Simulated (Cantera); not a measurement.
A Cantera script and its output.

```python
import numpy as np
import cantera as ct

gas = ct.Solution("h2o2.yaml")
gas.TPX = 650, 310000, {'H2': 1, 'O2': 0.179, 'N2': 0.671}
flame = ct.FreeFlame(gas, width=0.018)
flame.set_refine_criteria(ratio=3, slope=0.08, curve=0.16)
flame.transport_model = "mixture-averaged"
flame.solve(loglevel=0, auto=True)
z, T = flame.grid, flame.T
thick = (T[-1] - T[0]) / np.gradient(T, z).max()
show = ['H2', 'O2', 'O', 'H', 'HO2', 'OH']
print(f"laminar burning velocity  {flame.velocity[0] * 100:.3f} cm/s")
print(f"burnt temperature         {T[-1]:.1f} K")
print(f"thermal thickness         {thick * 1e3:.4f} mm")
print(f"grid points               {len(z)}")
z0 = z[flame.heat_release_rate.argmax()]
print(f"{'z/mm':>9s}{'T/K':>9s}{'u/(m/s)':>9s}" + "".join(f"{s:>11s}" for s in show))
rows = []
for k in (-3, -2, -1.5, -1, -0.5, -0.25, 0, 0.25, 0.5, 1, 2, 4, 8):
    zz = z0 + k * thick
    rows.append([k * thick, np.interp(zz, z, T), np.interp(zz, z, flame.velocity),
                 *(np.interp(zz, z, flame.X[gas.species_index(s)]) for s in show)])
    print(f"{rows[-1][0] * 1e3:9.3f}{rows[-1][1]:9.1f}{rows[-1][2]:9.3f}" + "".join(f"{x:11.3e}" for x in rows[-1][3:]))
```

It prints:

```
laminar burning velocity  966.528 cm/s
burnt temperature         2103.7 K
thermal thickness         0.1171 mm
grid points               112
     z/mm      T/K  u/(m/s)         H2         O2          O          H        HO2         OH
   -0.351    650.0    9.665  5.405e-01  9.676e-02  1.148e-15  1.779e-15  1.036e-11  5.429e-17
   -0.234    650.0    9.665  5.405e-01  9.676e-02  1.422e-12  6.029e-12  2.390e-09  6.908e-14
   -0.176    650.0    9.665  5.405e-01  9.676e-02  3.644e-11  2.735e-10  2.962e-08  1.838e-12
   -0.117    650.3    9.668  5.404e-01  9.678e-02  8.746e-09  1.475e-07  2.713e-06  9.975e-10
   -0.059    694.5   10.232  5.343e-01  9.657e-02  1.644e-05  3.432e-04  4.287e-04  7.758e-05
   -0.029    920.6   13.230  5.049e-01  8.957e-02  2.371e-04  6.072e-03  3.285e-04  5.059e-04
    0.000   1272.5   17.841  4.389e-01  6.211e-02  1.288e-03  2.844e-02  1.570e-04  1.242e-03
    0.029   1529.3   21.295  3.753e-01  2.424e-02  1.429e-03  5.248e-02  5.781e-05  1.963e-03
    0.059   1653.7   22.956  3.507e-01  6.646e-03  6.852e-04  5.937e-02  1.537e-05  1.964e-03
    0.117   1758.8   24.280  3.478e-01  5.911e-04  2.617e-04  5.342e-02  1.303e-06  1.918e-03
    0.234   1854.1   25.420  3.557e-01  5.256e-05  1.567e-04  4.093e-02  1.459e-07  1.779e-03
    0.468   1939.5   26.418  3.640e-01  2.211e-05  8.548e-05  2.859e-02  7.273e-08  1.462e-03
    0.937   2006.7   27.187  3.708e-01  1.006e-05  3.917e-05  1.857e-02  3.638e-08  1.068e-03
```

Detailed kinetics in Cantera: the H2/O2 subset of GRI-Mech 3.0, which has no nitrogen chemistry. The hydrogen kinetics of GRI-Mech 3.0 are dated; newer H2 mechanisms differ, most at raised pressure. Burning velocities carry a grid error of a few per cent, more on coarse grids.
